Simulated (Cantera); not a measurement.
A jet of CH₄ : O₂ : N₂ = 0.063 : 0.14 : 0.79 (molar parts) at 300 K and 25.5 Torr hits a platinum plate 3.5 cm away at a mass flux of 0.048 kg/m²/s; the plate temperature is set and raised in steps from an oxygen-covered start.

Detailed kinetics in Cantera: Deutschmann's 1995 Pt surface mechanism with GRI-Mech 3.0 gas chemistry. Catalytic surfaces can have several steady states; this one follows from the mechanism file's or the stated starting coverage.

One state of this run: wall x CH₄ = 0.0266; wall x O₂ = 0.0621; wall x H₂O = 0.0687; wall x OH = 1.05e-6; wall x CO = 3.29e-5; wall x CO₂ = 0.0455; θ free Pt = 0.515; θ O* = 0.484. x: mole fraction at the wall; θ: surface coverage.

### Question
Which value of plate T (K) does it belong to?
A) 1100
B) 1050
C) 1200
D) 1150

### Answer
B, 1050
